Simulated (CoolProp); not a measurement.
Values from CoolProp's reference Helmholtz-energy equation of state, de Vries 1995.

Problem. For R124, give the phase and the cv (kJ/(kg K)) at 133.95 °C and 49 kPa; 133.95 °C and 670 kPa; 133.95 °C and 1910 kPa.

Solution. 
- 133.95 °C and 49 kPa: gas; cv 0.811
- 133.95 °C and 670 kPa: gas; cv 0.822
- 133.95 °C and 1910 kPa: gas; cv 0.849
